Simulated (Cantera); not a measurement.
Input: 1 mol CO, 6.1 mol H2, 0.63 mol N2, at 2623 K and 1.10 mbar.

Method: chemical equilibrium by Gibbs-energy minimisation in Cantera with the NASA 1993 tables (ideal gas, pure condensed phases). Candidate condensed phases: C, C6H6, C7H8, C8H18, H2O; 136 gas species. The numbers say what is thermodynamically allowed, not how fast it happens.

Base state: H 0.618, H2 0.237, CO 0.0894, N2 0.0563 (mole fractions); condensed: gas only.

Question: What changes in the equilibrium state with this change: pressure from 1.10 mbar to 10.0 mbar?

Answer: 
| species | before | after |
|---|---|---|
| H2 | 0.237 | 0.518 |
| H | 0.618 | 0.303 |
| CO | 0.0894 | 0.110 |
| N2 | 0.0563 | 0.0691 |
| H2O | 1.53e-6 | 1.34e-5 |
| HCN | 3.03e-6 | 1.39e-5 |
